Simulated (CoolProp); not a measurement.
The numbers come from the reference Helmholtz-energy equation of state, Wagner 2002 in CoolProp.

Task: For water, give the phase and the speed of sound (m/s), viscosity (µPa s), conductivity (mW/(m K)) at 712 K and 0.0349 MPa; 712 K and 0.936 MPa; 712 K and 4.85 MPa.

Result: 
- 712 K and 0.0349 MPa: gas; speed of sound 649, viscosity 26.1, conductivity 59.1
- 712 K and 0.936 MPa: gas; speed of sound 646, viscosity 26.1, conductivity 60.0
- 712 K and 4.85 MPa: gas; speed of sound 632, viscosity 26.1, conductivity 64.1

Viscosity comes from a separate model (Huber 2009). Thermal conductivity comes from a separate model (Huber 2012).
